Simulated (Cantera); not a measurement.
# Thermodynamics of carbon deposition, reforming and gasification, feed C2H2 + O2 + H2

Input: 1 mol C2H2, 0.0077 mol O2, a varied amount of H2, held at 100 Torr.

These are equilibrium values from Cantera (NASA tables, ideal gas, pure condensed phases), not measurements of a reactor. Candidate condensed phases: C, C6H6, C7H8, C8H18, H2O; 110 gas species. The numbers say what is thermodynamically allowed, not how fast it happens.

Map the stable condensed phases over T = 800, 875, 950, 1025, 1100, 1175, 1250, 1325, 1400, 1475, 1550, 1625 K and n(H2) in mol = 7.8, 22, 36, 51, 65, 79, 94.


```
T in K \ n(H2) in mol
         7.8  22  36  51  65  79  94
   1625    A   A   A   A   A   A   A
   1550    A   A   A   A   A   A   A
   1475    A   A   A   A   A   A   A
   1400    A   A   A   A   A   A   A
   1325    A   A   A   A   A   A   A
   1250    A   A   A   A   A   A   A
   1175    A   A   A   A   A   A   A
   1100    A   A   A   A   A   A   A
   1025    A   A   A   A   A   A   A
    950    A   A   A   A   A   A   B
    875    A   A   A   B   B   B   B
    800    A   B   B   B   B   B   B
```
A: C; B: gas only.
